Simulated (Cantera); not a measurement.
**Silicon epitaxy and polysilicon growth: SiCl4 + Cl2 + N2**

Feed: 1 mol SiCl4, 0.028 mol Cl2, 140 mol N2, at 1123.15 K and 0.00120 bar.

Cantera equilibrium calculation (NASA polynomials, part measured and part estimated; ideal gas, pure solids and liquids). Candidate condensed phases: Si, Si3N4; 13 gas species. The numbers say what is thermodynamically allowed, not how fast it happens.

- x(N2) = 0.993
- x(SiCl4) = 0.00709
- x(Cl) = 0.000332
- x(Cl2) = 3.29e-5
- gas amount = 141.1 mol
- log10 activity of Si(s) (absent) = -14.21
